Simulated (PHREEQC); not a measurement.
Consider water at 35 °C with 0.00011 mol NH3, 2.7e-07 mol H4SiO4 and 3.5e-07 mol KH2PO4 per kg of water. Closed to the air; pH follows from the charge balance.

All values are PHREEQC results (ion-association model, phreeqc.dat), not measurements.

| Property | Value |
|---|---|
| pH | 9.24 |
| ionic strength | 3.79e-5 mol/kgw |
| total alkalinity | 0.110 meq/kg |

```json
[
 {"species": "NH3", "molality": "7.28e-5", "activity": "7.28e-5", "log γ": "0.000"},
 {"species": "NH4+", "molality": "3.72e-5", "activity": "3.69e-5", "log γ": "-0.003"},
 {"species": "OH-", "molality": "3.68e-5", "activity": "3.65e-5", "log γ": "-0.003"},
 {"species": "K+", "molality": "3.50e-7", "activity": "3.48e-7", "log γ": "-0.003"},
 {"species": "HPO4-2", "molality": "3.47e-7", "activity": "3.37e-7", "log γ": "-0.013"},
 {"species": "H4SiO4", "molality": "1.99e-7", "activity": "1.99e-7", "log γ": "0.000"},
 {"species": "H3SiO4-", "molality": "7.14e-8", "activity": "7.09e-8", "log γ": "-0.003"},
 {"species": "H2PO4-", "molality": "2.96e-9", "activity": "2.94e-9", "log γ": "-0.003"}
]
```

Precipitation was switched off in this run.
